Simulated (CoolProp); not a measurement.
Computed with CoolProp (reference Helmholtz-energy equation of state, Lemmon 2005). It is a short technical equation, of lower accuracy than the large ones.

Q: Give the vapour pressure (bar), liquid density (kg/m³), liquid cp (kJ/(kg K)) of saturated trans-2-butene at -73.85, 17.25, 71.95 °C.

A: 
```json
[
 {"T (°C)": "-73.85", "p (bar)": "0.0163", "liquid density (kg/m³)": "705", "liquid cp (kJ/(kg K))": "2.00"},
 {"T (°C)": "17.25", "p (bar)": "1.82", "liquid density (kg/m³)": "608", "liquid cp (kJ/(kg K))": "2.29"},
 {"T (°C)": "71.95", "p (bar)": "8.29", "liquid density (kg/m³)": "537", "liquid cp (kJ/(kg K))": "2.63"}
]
```
